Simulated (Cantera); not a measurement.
What does this Cantera script print?

```python
import numpy as np
import cantera as ct

gas_names = """
    C CH CH2 CH3 CH2OH CH3O CH4 CH3OH CO CO2 COOH C2 C2H CHCO,ketyl C2H2,acetylene C2H2,vinylidene
    CH2CO,ketene C2H3,vinyl CH3CO,acetyl C2H4 C2H4O,ethylen CH3CHO,ethanal CH3COOH (HCOOH)2 C2H5 C2H6
    CH3OCH3 C2H5OH C2O C3 C3H3,propargyl C3H4,allene C3H4,propyne C3H4,cyclo- C3H5,allyl C3H6,propylene
    C3H6,cyclo- C3H6O C3H7,n-propyl C3H7,i-propyl C3H8 C3H8O,1propanol C3H8O,2propanol C3O2 C4 C4H2
    C4H4,1,3-cyclo- C4H6,butadiene C4H6,2-butyne C4H6,cyclo- C4H8,1-butene C4H8,cis2-buten
    C4H8,tr2-butene C4H8,isobutene C4H8,cyclo- (CH3COOH)2 C4H9,n-butyl C4H9,i-butyl C4H9,s-butyl
    C4H9,t-butyl C4H10,isobutane C4H10,n-butane C5 C5H6,1,3cyclo- C5H8,cyclo- C5H10,1-pentene
    C5H10,cyclo- C5H11,pentyl C5H11,t-pentyl C5H12,n-pentane C5H12,i-pentane CH3C(CH3)2CH3 C6H2
    C6H5,phenyl C6H5O,phenoxy C6H6 C6H5OH,phenol C6H10,cyclo- C6H12,1-hexene C6H12,cyclo- C6H13,n-hexyl
    C7H7,benzyl C7H8 C7H8O,cresol C7H14,1-heptene C7H15,n-heptyl C7H16,n-heptane C8H8,styrene
    C8H10,ethylbenz C8H16,1-octene C8H17,n-octyl C8H18,isooctane C8H18,n-octane C9H19,n-nonyl
    C10H8,naphthale C10H21,n-decyl C12H9,o-bipheny C12H10,bipheny Ca CaO CaOH CaO2H2 Ca2 H HCO HO2 H2
    HCHO,formaldehy HCOOH H2O H2O2 O OH O2 O3
""".split()
cond_names = """
    C(gr) C6H6(L) C7H8(L) C8H18(L),n-octa Ca(a) Ca(b) Ca(L) CaCO3(caL) CaO(s) CaO(L) CaO2H2(s) H2O(s)
    H2O(L)
""".split()


def load(file, names, dense=False):
    # The tables refer to 1 bar. Condensed volumes are neglected.
    table = {s.name: s for s in ct.Species.list_from_file(file)}
    out = []
    for n in names:
        d = dict(table[n].input_data)
        d["thermo"] = dict(d["thermo"], **{"reference-pressure": 1e5})
        if dense:
            d["equation-of-state"] = {"model": "constant-volume", "density": "1e6 g/cm^3"}
        out.append(ct.Species.from_dict(d))
    return out


gas = ct.Solution(thermo="ideal-gas", species=load("nasa_gas.yaml", gas_names))
cond = {s.name: ct.Solution(thermo="fixed-stoichiometry", species=[s], name=s.name)
        for s in load("nasa_condensed.yaml", cond_names, dense=True)}
atoms = {
    'Ca(OH)2': {'Ca': 1, 'O': 2, 'H': 2},
    'CO2': {'C': 1, 'O': 2},
    'H2O': {'H': 2, 'O': 1},
}
top_T = {'C(gr)': 4500}  # K; cautious upper limits of use, not melting points


def equilibrate(T, P, feed):
    n = {}
    for name, mol in feed.items():
        for a, k in atoms[name].items():
            n[a] = n.get(a, 0.0) + k * mol
    gas.TPX = T, P, n
    mass = sum(n.values()) * gas.mean_molecular_weight
    gas.equilibrate("TP")
    valid = [c for c in cond.values() if c.min_temp <= T <= top_T.get(c.name, c.max_temp)]
    mix = ct.Mixture([(gas, mass / gas.mean_molecular_weight)] + [(c, 0.0) for c in valid])
    mix.T, mix.P = T, P
    mix.equilibrate("TP", solver="vcs", rtol=1e-11, max_steps=5000)
    return mix


results = []
feed = {'Ca(OH)2': 1, 'CO2': 0.47, 'H2O': 0.072}  # mol
P = 13332.2  # Pa
for T in [648, 848, 1048, 1248, 1448, 1648, 1848, 2048, 2248]:
    mix = equilibrate(T, P, feed)
    results.append((T, P, feed, dict(zip(mix.species_names, mix.species_moles))))

top = {s: max(r[3][s] / sum(r[3][g] for g in gas_names) for r in results) for s in gas_names}
cols = sorted((s for s in top if top[s] > 1e-05), key=lambda s: -top[s])[:7]
seen = [c for c in cond_names if any(r[3].get(c, 0) > 1e-12 for r in results)]
print("log10 of partial pressures in bar; condensed amounts in mol")
print(f"{'T/K':>10s}" + "".join(f"{s[:9]:>10s}" for s in cols + seen))
for T, P, feed, n in results:
    ng = sum(n[g] for g in gas_names)
    print(f"{T:10.4g}" + "".join(f"{np.log10(max(n[s] / ng * P / 1e5, 1e-99)):10.3f}" for s in cols)
          + "".join(f"{n.get(c, 0):10.4g}" for c in seen))
```

It prints:

```
log10 of partial pressures in bar; condensed amounts in mol
       T/K       H2O       CO2        CO        O2        H2        OH         H CaCO3(caL    CaO(s) CaO2H2(s)
       648    -0.875    -5.544   -17.720   -12.151   -11.849   -14.346   -20.841      0.47         0      0.53
       848    -0.880    -2.868   -11.214    -9.038    -8.735   -10.490   -15.088     0.459     0.541         0
      1048    -1.033    -1.391    -7.373    -7.115    -6.941    -8.176   -11.583         0         1         0
      1248    -1.033    -1.391    -5.810    -5.736    -5.644    -6.532    -9.153         0         1         0
      1448    -1.033    -1.391    -4.690    -4.724    -4.707    -5.338    -7.389         0         1         0
      1648    -1.034    -1.393    -3.851    -3.952    -3.998    -4.433    -6.049         0         1         0
      1848    -1.037    -1.400    -3.202    -3.349    -3.442    -3.725    -4.997         0         1         0
      2048    -1.045    -1.419    -2.693    -2.871    -2.996    -3.160    -4.148         0    0.9998         0
      2248    -1.066    -1.466    -2.297    -2.497    -2.632    -2.708    -3.450         0    0.9994         0
```

These are equilibrium values from Cantera (NASA tables, ideal gas, pure condensed phases), not measurements of a reactor.
